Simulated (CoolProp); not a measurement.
Properties of CHF3 (R23) along the isobar 2580 kPa.

Computed with CoolProp (reference Helmholtz-energy equation of state, Penoncello 2003).

```
T (K)   phase        Z  cp (kJ/(kg K))  speed of sound (m/s)  Joule-Thomson coefficient (K/MPa)  viscosity (µPa s)  conductivity (mW/(m K))
-----  ------  -------  --------------  --------------------  ---------------------------------  -----------------  -----------------------
224.5  liquid  0.07341           1.314                 658.6                            -0.1483                192                      111
234.6  liquid  0.07277           1.357                 601.9                           -0.07693                167                      105
244.8  liquid  0.07261           1.417                 542.4                            0.02227                146                     98.4
254.9  liquid  0.07306           1.501                 479.8                             0.1652                126                     91.9
265    liquid  0.07443           1.638                 411.1                             0.3936                108                     85.1
275.2     gas   0.6462           1.713                 151.3                              17.59               15.1                     17.6
285.3     gas   0.7141           1.297                 163.6                              15.43               15.3                     17.5
295.4     gas   0.7598           1.131                 172.7                              13.71               15.7                     17.7
305.6     gas   0.7943           1.044                 180.3                              12.27               16.0                     18.0
315.7     gas   0.8213          0.9957                 186.8                              11.06               16.4                     18.3
325.8     gas   0.8434          0.9668                 192.6                              10.03               16.8                     18.7
```

Viscosity comes from a separate model (Shan 2000). Thermal conductivity comes from a separate model (Shan 2000).
